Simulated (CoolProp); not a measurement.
Hexamethyldisiloxane (MM) along the isotherm 346.85 °C: Z from the reference equation and from simpler models built on Tc = 245.6 °C, pc = 19.31 bar, ω = 0.418; each cubic takes its own stable root.

The numbers come from the reference Helmholtz-energy equation of state, Thol 2016 in CoolProp.

| p (bar) | phase | reference | Redlich-Kwong | Peng-Robinson |
|---|---|---|---|---|
| 3.45 | gas | 0.9665 | 0.9636 | 0.9643 |
| 6.9 | gas | 0.9324 | 0.9261 | 0.9287 |
| 10.3 | gas | 0.8987 | 0.8880 | 0.8937 |
| 13.8 | gas | 0.8642 | 0.8477 | 0.8580 |
| 17.2 | gas | 0.8314 | 0.8074 | 0.8238 |
| 20.7 | supercritical | 0.7986 | 0.7649 | 0.7896 |
| 24.1 | supercritical | [?] | 0.7232 | 0.7578 |
| 27.6 | supercritical | 0.7374 | 0.6809 | 0.7271 |
| 31 | supercritical | 0.7093 | 0.6421 | 0.7000 |
| 34.5 | supercritical | 0.6820 | 0.6075 | [?] |
| 37.9 | supercritical | 0.6577 | 0.5819 | 0.6561 |
| 41.4 | supercritical | 0.6358 | 0.5649 | 0.6406 |
| 44.8 | supercritical | 0.6184 | 0.5569 | [?] |
| 48.3 | supercritical | 0.6056 | 0.5555 | 0.6233 |

Task: What belongs in the gaps?

Result: 
- 24.1, reference: 0.7678
- 34.5, Peng-Robinson: 0.6756
- 44.8, Peng-Robinson: 0.6300
